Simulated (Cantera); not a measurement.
**CH3Cl + H2 (fluorocarbon and chlorocarbon gases)**

Input: 1 mol CH3Cl, 0.066 mol H2, at 3.00e-5 bar.

Equilibrium computed with Cantera from the NASA thermochemical tables; the gas is ideal and each condensed phase is pure. Candidate condensed phases: C, C6H6, C7H8, C8H18; 91 gas species. The numbers say what is thermodynamically allowed, not how fast it happens.

```json
[
 {"T (K)": "2498", "log p H": "-4.67", "log p Cl": "-5.15", "log p C": "-6.79", "log p C3": "-6.32", "log p H2": "-6.14", "log p C2": "-7.35", "log p HCl": "-6.47", "n C(graphite)": "0.762"},
 {"T (K)": "2598", "log p H": "-4.69", "log p Cl": "-5.18", "log p C": "-6.24", "log p C3": "-5.72", "log p H2": "-6.55", "log p C2": "-6.73", "log p HCl": "-6.88", "n C(graphite)": "0"},
 {"T (K)": "2698", "log p H": "-4.69", "log p Cl": "-5.19", "log p C": "-5.93", "log p C3": "-5.80", "log p H2": "-6.89", "log p C2": "-6.57", "log p HCl": "-7.23", "n C(graphite)": "0"},
 {"T (K)": "2798", "log p H": "-4.70", "log p Cl": "-5.20", "log p C": "-5.66", "log p C3": "-5.93", "log p H2": "-7.22", "log p C2": "-6.47", "log p HCl": "-7.56", "n C(graphite)": "0"},
 {"T (K)": "2898", "log p H": "-4.71", "log p Cl": "-5.21", "log p C": "-5.46", "log p C3": "-6.18", "log p H2": "-7.54", "log p C2": "-6.45", "log p HCl": "-7.88", "n C(graphite)": "0"},
 {"T (K)": "2998", "log p H": "-4.73", "log p Cl": "-5.22", "log p C": "-5.33", "log p C3": "-6.59", "log p H2": "-7.84", "log p C2": "-6.56", "log p HCl": "-8.17", "n C(graphite)": "0"},
 {"T (K)": "3098", "log p H": "-4.73", "log p Cl": "-5.23", "log p C": "-5.27", "log p C3": "-7.17", "log p H2": "-8.12", "log p C2": "-6.79", "log p HCl": "-8.44", "n C(graphite)": "0"},
 {"T (K)": "3198", "log p H": "-4.74", "log p Cl": "-5.23", "log p C": "-5.25", "log p C3": "-7.81", "log p H2": "-8.36", "log p C2": "-7.06", "log p HCl": "-8.69", "n C(graphite)": "0"},
 {"T (K)": "3298", "log p H": "-4.74", "log p Cl": "-5.23", "log p C": "-5.24", "log p C3": "-8.45", "log p H2": "-8.59", "log p C2": "-7.35", "log p HCl": "-8.92", "n C(graphite)": "0"},
 {"T (K)": "3398", "log p H": "-4.74", "log p Cl": "-5.23", "log p C": "-5.24", "log p C3": "-9.06", "log p H2": "-8.81", "log p C2": "-7.63", "log p HCl": "-9.13", "n C(graphite)": "0"},
 {"T (K)": "3498", "log p H": "-4.74", "log p Cl": "-5.23", "log p C": "-5.23", "log p C3": "-9.65", "log p H2": "-9.01", "log p C2": "-7.90", "log p HCl": "-9.33", "n C(graphite)": "0"}
]
```
log p: log10 of the partial pressure in bar; n: condensed amount in mol.

At 2498 K the condensed part is C(graphite). From 2598 K to 3498 K nothing is condensed. The main C-bearing gas is C3 at 2498 K and C at 3498 K.
